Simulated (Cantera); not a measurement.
A perfectly stirred reactor is fed with NH3 : H2 = 1 : 25 (molar parts), at 0.0140 bar; it is held at 1650 K, and followed from long to short residence time.

Model: the gas-phase N/H chemistry of the illustrative SiF4/NH3 mechanism in the Surface Chemkin manual (1991), integrated in Cantera. Walls and surfaces, which speed up NH3 decomposition in real reactors, are not modelled.

Q: Predict: x(NH3) at τ = 24.0 s; x(H2) at τ = 24.0 s; x(H) at τ = 24.0 s; x(N2) at τ = 24.0 s; x(NH3) at τ = 84.0 ms; x(H2) at τ = 84.0 ms; x(H) at τ = 84.0 ms; x(N2) at τ = 84.0 ms.

A: 
```
Property                  Value
---------------------  --------
x(NH3) at τ = 24.0 s     0.0344
x(H2) at τ = 24.0 s       0.963
x(H) at τ = 24.0 s     0.000258
x(N2) at τ = 24.0 s     0.00193
x(NH3) at τ = 84.0 ms    0.0385
x(H2) at τ = 84.0 ms      0.962
x(H) at τ = 84.0 ms     9.37e-6
x(N2) at τ = 84.0 ms    4.03e-9
```
